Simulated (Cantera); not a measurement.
A closed system holds: 1 mol SiH4, a varied amount of CO2, 76 mol N2, equilibrated at 1075 K and 30000 Pa.

Equilibrium computed with Cantera from the NASA thermochemical tables; the gas is ideal and each condensed phase is pure. Candidate condensed phases: C, C6H6, C7H8, C8H18, H2O, Si, SiC, SiO2, Si2N2O, Si3N4; 151 gas species. Rates play no part.

Question: Which condensed phases are stable at each of these points (n(CO2) (mol)): 1.8, 5.4, 9.1, 13, 16, 20, 24, 27?

Answer: 
| n(CO2) (mol) | condensed phases | Si condensed (%) |
|---|---|---|
| 1.8 | C(graphite) + SiO2(β-quartz) | 100.0 |
| 5.4 | SiO2(β-quartz) | 100.0 |
| 9.1 | SiO2(β-quartz) | 100.0 |
| 13 | SiO2(β-quartz) | 100.0 |
| 16 | SiO2(β-quartz) | 100.0 |
| 20 | SiO2(β-quartz) | 100.0 |
| 24 | SiO2(β-quartz) | 100.0 |
| 27 | SiO2(β-quartz) | 100.0 |

At 1.8 mol CO2 the condensed part is C(graphite) + SiO2(β-quartz). From 5.4 mol CO2 to 27 mol CO2 the condensed part is SiO2(β-quartz).
